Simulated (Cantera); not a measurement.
**N2O furnace oxynitridation**

A perfectly stirred reactor is fed with 98.7 % N₂O, 1.28 % H₂O, at 0.00630 bar; it is held at 1575 K, and followed from long to short residence time.

Model: GRI-Mech 3.0 (53 species, 325 reactions), integrated in Cantera. GRI-Mech 3.0 was tuned for natural gas; its chemistry of N2O as a main component is partial and can be far from experiment. Radical loss at walls, strong at low pressure, is not modelled. The temperature is held fixed by assumption; the heat of reaction is taken as removed at once.

```tsv
τ (s)	x N₂O	x H₂O	x HO₂	x NO₂	x OH	x H₂O₂
3.2	0.188	0.00929	4.44e-7	0.000170	0.000224	6.17e-10
1.1	0.400	0.0102	1.24e-6	0.000324	0.000233	1.71e-9
0.41	0.637	0.0112	3.09e-6	0.000460	0.000235	4.97e-9
0.15	0.821	0.0120	6.78e-6	0.000445	0.000222	1.42e-8
0.052	0.922	0.0125	1.23e-5	0.000262	0.000191	3.53e-8
0.019	0.963	0.0126	1.66e-5	9.10e-5	0.000148	6.01e-8
0.0067	0.978	0.0127	1.51e-5	1.48e-5	9.35e-5	5.62e-8
0.0024	0.984	0.0128	6.58e-6	9.02e-7	4.33e-5	1.74e-8
0.00086	0.986	0.0128	1.21e-6	1.87e-8	1.47e-5	1.99e-9
0.00031	0.987	0.0128	1.26e-7	1.79e-10	3.75e-6	1.27e-10
```
x: mole fraction; the columns are a selection and need not sum to one.
